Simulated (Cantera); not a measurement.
Al + H2O + H2 (aluminium nitride and oxide growth)

Charge: 1 mol Al, 1.3 mol H2O, 50 mol H2, equilibrated at 35.0 Pa.

Cantera equilibrium calculation (NASA polynomials, part measured and part estimated; ideal gas, pure solids and liquids). Candidate condensed phases: Al, Al2O3, H2O; 19 gas species. Mutual solubility and eutectic melting of coexisting phases are not modelled. Kinetics and transport are ignored.

```json
[
 {"T (K)": "798", "x H2": "1.00", "x Al": "7.90e-12", "x Al2O": "<1e-12", "x H": "1.42e-10", "n Al(s)": "0.133", "n Al2O3(s)": "0.433", "n Al(l)": "0"},
 {"T (K)": "873", "x H2": "1.00", "x Al": "5.39e-10", "x Al2O": "5.93e-12", "x H": "2.50e-9", "n Al(s)": "0.133", "n Al2O3(s)": "0.433", "n Al(l)": "0"},
 {"T (K)": "948", "x H2": "1.00", "x Al": "1.83e-8", "x Al2O": "4.68e-10", "x H": "2.80e-8", "n Al(s)": "0", "n Al2O3(s)": "0.433", "n Al(l)": "0.133"},
 {"T (K)": "1023", "x H2": "1.000", "x Al": "3.38e-7", "x Al2O": "1.71e-8", "x H": "2.21e-7", "n Al(s)": "0", "n Al2O3(s)": "0.433", "n Al(l)": "0.133"},
 {"T (K)": "1098", "x H2": "1.000", "x Al": "4.16e-6", "x Al2O": "3.79e-7", "x H": "1.32e-6", "n Al(s)": "0", "n Al2O3(s)": "0.433", "n Al(l)": "0.133"},
 {"T (K)": "1173", "x H2": "1.000", "x Al": "3.70e-5", "x Al2O": "5.56e-6", "x H": "6.30e-6", "n Al(s)": "0", "n Al2O3(s)": "0.433", "n Al(l)": "0.131"},
 {"T (K)": "1248", "x H2": "1.000", "x Al": "0.000252", "x Al2O": "5.85e-5", "x H": "2.50e-5", "n Al(s)": "0", "n Al2O3(s)": "0.432", "n Al(l)": "0.115"},
 {"T (K)": "1323", "x H2": "0.998", "x Al": "0.00137", "x Al2O": "0.000467", "x H": "8.47e-5", "n Al(s)": "0", "n Al2O3(s)": "0.425", "n Al(l)": "0.0274"}
]
```
x: gas mole fraction; n: condensed amount in mol.

From 798 K to 873 K the condensed part is Al(s) + Al2O3(s). From 948 K to 1323 K the condensed part is Al(l) + Al2O3(s).
